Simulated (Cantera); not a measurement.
**Counterflow diffusion flame**

A counterflow diffusion flame at 170000 Pa, nozzles 20 mm apart: fuel side 71.9 % CH4, 28.1 % N2 at 350 K, oxidiser side 22.0 % O2, 78.0 % N2 at 400 K, fuel mass flux 1 times the oxidiser's; mixture-averaged transport, no radiation.

Detailed kinetics in Cantera: GRI-Mech 3.0 (53 species, 325 reactions). GRI-Mech 3.0 has no aromatics or soot, which form on the fuel side of real flames. The maximum strain rate includes the flame's own expansion and is several times the mean.

```json
[
 {"oxidiser flux (kg/m²/s)": "0.42", "max strain (1/s)": "169", "mean strain (1/s)": "32.7", "T max (K)": "2129", "peak x OH": "0.00679", "peak x H": "0.00265", "peak x NO": "0.000269", "peak x CO": "0.0476", "peak x C2H2": "0.0113"},
 {"oxidiser flux (kg/m²/s)": "0.58", "max strain (1/s)": "224", "mean strain (1/s)": "45.2", "T max (K)": "2117", "peak x OH": "0.00688", "peak x H": "0.00279", "peak x NO": "0.000254", "peak x CO": "0.0470", "peak x C2H2": "0.0105"},
 {"oxidiser flux (kg/m²/s)": "0.8", "max strain (1/s)": "299", "mean strain (1/s)": "62.4", "T max (K)": "2104", "peak x OH": "0.00691", "peak x H": "0.00293", "peak x NO": "0.000235", "peak x CO": "0.0464", "peak x C2H2": "0.00967"},
 {"oxidiser flux (kg/m²/s)": "1.1", "max strain (1/s)": "399", "mean strain (1/s)": "85.8", "T max (K)": "2091", "peak x OH": "0.00693", "peak x H": "0.00306", "peak x NO": "0.000214", "peak x CO": "0.0460", "peak x C2H2": "0.00889"},
 {"oxidiser flux (kg/m²/s)": "1.5", "max strain (1/s)": "530", "mean strain (1/s)": "117", "T max (K)": "2078", "peak x OH": "0.00692", "peak x H": "0.00318", "peak x NO": "0.000191", "peak x CO": "0.0459", "peak x C2H2": "0.00820"},
 {"oxidiser flux (kg/m²/s)": "2.1", "max strain (1/s)": "724", "mean strain (1/s)": "164", "T max (K)": "2060", "peak x OH": "0.00681", "peak x H": "0.00328", "peak x NO": "0.000162", "peak x CO": "0.0458", "peak x C2H2": "0.00742"},
 {"oxidiser flux (kg/m²/s)": "2.8", "max strain (1/s)": "947", "mean strain (1/s)": "218", "T max (K)": "2042", "peak x OH": "0.00664", "peak x H": "0.00333", "peak x NO": "0.000135", "peak x CO": "0.0457", "peak x C2H2": "0.00670"},
 {"oxidiser flux (kg/m²/s)": "3.9", "max strain (1/s)": "1290", "mean strain (1/s)": "304", "T max (K)": "2016", "peak x OH": "0.00633", "peak x H": "0.00333", "peak x NO": "0.000103", "peak x CO": "0.0457", "peak x C2H2": "0.00577"},
 {"oxidiser flux (kg/m²/s)": "5.3", "max strain (1/s)": "1730", "mean strain (1/s)": "413", "T max (K)": "1983", "peak x OH": "0.00586", "peak x H": "0.00322", "peak x NO": "7.17e-5", "peak x CO": "0.0459", "peak x C2H2": "0.00476"},
 {"oxidiser flux (kg/m²/s)": "7.3", "max strain (1/s)": "2330", "mean strain (1/s)": "569", "T max (K)": "1931", "peak x OH": "0.00501", "peak x H": "0.00287", "peak x NO": "3.86e-5", "peak x CO": "0.0461", "peak x C2H2": "0.00336"}
]
```
x: mole fraction; the columns are a selection and need not sum to one.
